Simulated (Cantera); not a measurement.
Charge: 1 mol SiO₂, 0.55 mol C, 0.034 mol CO, equilibrated at 0.0100 bar.

These are equilibrium values from Cantera (NASA tables, ideal gas, pure condensed phases), not measurements of a reactor. Candidate condensed phases: C, Si, SiC, SiO₂; 20 gas species. The tables hold silica as quartz up to 1696 K and as liquid above; real silica turns to tridymite and cristobalite and melts near 1996 K. Kinetics and transport are ignored.

### Question
At 1700 K, list the 3 most abundant gas species with their mole fractions, and the condensed phases.

### Answer
CO 0.515, SiO 0.485, Si 1.01e-5. Condensed: SiO₂(condensed).
